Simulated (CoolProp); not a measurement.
The numbers come from the reference Helmholtz-energy equation of state, Lemmon 2009 in CoolProp.

### Question
For propane, give the phase and the cv (kJ/(kg K)), speed of sound (m/s), conductivity (mW/(m K)) at 11.85 °C and 30.3 bar.

### Answer
- 11.85 °C and 30.3 bar: liquid; cv 1.62, speed of sound 844, conductivity 103

Thermal conductivity comes from a separate model (Marsh 2002).
